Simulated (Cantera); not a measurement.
An adiabatic, constant-pressure homogeneous reactor starts with 11.5 % CH₄, 17.8 % O₂, 66.7 % N₂, 4.04 % CO₂, equivalence ratio 1.3, at 1125 K and 5.90 bar.

Model: GRI-Mech 3.0 (53 species, 325 reactions), integrated in Cantera.

Task: Predict: time of steepest temperature rise; temperature at 0.200 s; equilibrium temperature; x(O₂) at 0.200 s; x(CO₂) at 0.200 s; x(OH) at 0.200 s; x(NO₂) at 0.200 s; x(O) at 0.200 s.

Result: 
| Property | Result |
|---|---|
| time of steepest temperature rise | 27.4 ms |
| temperature at 0.200 s | 2574 K |
| equilibrium temperature | 2574 K |
| x(O₂) at 0.200 s | 0.000492 (gas-phase equilibrium 0.000492) |
| x(CO₂) at 0.200 s | 0.0734 (gas-phase equilibrium 0.0734) |
| x(OH) at 0.200 s | 0.00349 (gas-phase equilibrium 0.00349) |
| x(NO₂) at 0.200 s | 1.10e-7 (gas-phase equilibrium 1.10e-7) |
| x(O) at 0.200 s | 0.000190 (gas-phase equilibrium 0.000190) |
